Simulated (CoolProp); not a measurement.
Isobutane along the isobar 4.16 MPa: fugacity coefficient from the reference equation and from simpler models built on Tc = 407.8 K, pc = 3.629 MPa, ω = 0.184; each cubic takes its own stable root.

Model: reference Helmholtz-energy equation of state, Bücker 2006, in CoolProp.

```csv
T (K),phase,reference
196.9,liquid,0.0009079
217.1,liquid,0.003466
237.3,liquid,0.01012
257.5,liquid,0.02418
277.8,liquid,0.04961
298,liquid,0.08980
318.2,liquid,0.1475
338.4,liquid,0.2238
358.7,liquid,0.3183
378.9,liquid,0.4270
399.1,liquid,0.5443
419.3,supercritical,0.6518
439.6,supercritical,0.7102
459.8,supercritical,0.7530
```

Q: How far does each simpler model (van der Waals, Redlich-Kwong, Soave-Redlich-Kwong) lie from the reference over these 14 states: mean and median of the absolute difference, and the worst?

A: 
- van der Waals: mean 411.1 %, median 81.7 %, worst +2775.9 % at 196.9 K and 4.16 MPa
- Redlich-Kwong: mean 25.3 %, median 19.5 %, worst +67.1 % at 196.9 K and 4.16 MPa
- Soave-Redlich-Kwong: mean 1.3 %, median 1.2 %, worst +2.8 % at 358.7 K and 4.16 MPa
